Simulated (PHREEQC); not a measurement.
1 kg of water holding 0.024 mol/kgw NaCl, 0.036 mol/kgw MgSO4, 0.017 mol/kgw Na2SO4 and 0.37 mol/kgw K2SO4 is evaporated at 90 °C; the solids stay in contact with the brine. CO2 from the air is kept out. Only these solids could form: Arcanite, Bischofite, Bloedite, Brucite, Carnallite, Epsomite, Glaserite, Halite, Hexahydrite, Kainite, Kieserite, Leonite, Mirabilite, Misenite, Schoenite, Sylvite, Thenardite, MgCl2_4H2O.

All values are PHREEQC results (Pitzer model, pitzer.dat), not measurements.

| water left (kg) | ionic strength | water activity | Arcanite (mol) | Glaserite (mol) | Cl in solution (mol/kgw) | Mg in solution (mol/kgw) |
|---|---|---|---|---|---|---|
| 1 | 1.33 | 0.984 | 0 | 0 | 0.0240 | 0.0360 |
| 0.8219 | 1.62 | 0.981 | 0 | 0 | 0.0292 | 0.0438 |
| 0.6755 | 1.97 | 0.978 | 0 | 0 | 0.0355 | 0.0533 |
| 0.4563 | 2.91 | 0.968 | 0 | 0 | 0.0526 | 0.0789 |
| 0.375 | … | 0.961 | 0 | 0 | 0.0640 | 0.0960 |
| 0.3082 | 4.31 | 0.953 | 0 | 0 | 0.0779 | 0.117 |
| 0.2533 | 4.53 | 0.951 | 0.0607 | 0 | 0.0947 | 0.142 |
| 0.2082 | 4.74 | 0.949 | … | 0 | 0.115 | 0.173 |
| 0.1711 | 5.00 | 0.947 | 0.158 | 0 | 0.140 | 0.210 |
| 0.1156 | 5.71 | 0.941 | 0.223 | 0 | 0.208 | 0.311 |
| 0.09502 | 6.17 | 0.937 | 0.247 | 0 | 0.253 | 0.379 |
| 0.07809 | 6.74 | 0.933 | 0.268 | 0 | 0.307 | 0.461 |
| 0.06418 | 7.43 | 0.927 | 0.284 | 0 | 0.374 | 0.561 |
| 0.05275 | 8.28 | 0.920 | 0.297 | 0 | 0.455 | 0.682 |
| 0.04335 | … | … | 0.308 | 0 | 0.554 | 0.830 |
| 0.0293 | 12.3 | … | 0.323 | 0 | 0.819 | 1.23 |
| 0.02407 | 13.7 | 0.877 | 0.316 | 0.00818 | 0.997 | 1.50 |
| 0.01979 | 15.5 | 0.866 | 0.309 | 0.0159 | 1.21 | 1.82 |

Complete the blanks.


- 0.375, ionic strength: 3.54
- 0.2082, Arcanite (mol): 0.114
- 0.04335, ionic strength: 9.33
- 0.04335, water activity: 0.911
- 0.0293, water activity: 0.887

Species that the database lacks are ignored. At this temperature some constants are extrapolated from 25 °C, and those without enthalpy data are left unchanged.
